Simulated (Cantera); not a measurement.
A closed system holds: 1 mol Si, 0.019 mol H2O, 110 mol H2, 2 mol N2O, at 0.000910 bar.

Equilibrium computed with Cantera from the NASA thermochemical tables; the gas is ideal and each condensed phase is pure. Candidate condensed phases: H2O, Si, SiO2, Si2N2O, Si3N4; 35 gas species. The tables hold silica as quartz up to 1696 K and as liquid above; real silica turns to tridymite and cristobalite and melts near 1996 K. Kinetics and transport are ignored.

**Question.** What share of the Si ends up in condensed phases as a function of T (K), at 1400, 1450, 1500, 1550, 1600, 1650, 1700, 1750, 1800, 1850?

**Answer.** 
| T (K) | Si condensed (%) | as |
|---|---|---|
| 1400 | 97.6 | SiO2(β-quartz) |
| 1450 | 93.7 | SiO2(β-quartz) |
| 1500 | 85.7 | SiO2(β-quartz) |
| 1550 | 70.3 | SiO2(β-quartz) |
| 1600 | 42.0 | SiO2(β-quartz) |
| 1650 | 0.0 | - |
| 1700 | 0.0 | - |
| 1750 | 0.0 | - |
| 1800 | 0.0 | - |
| 1850 | 0.0 | - |
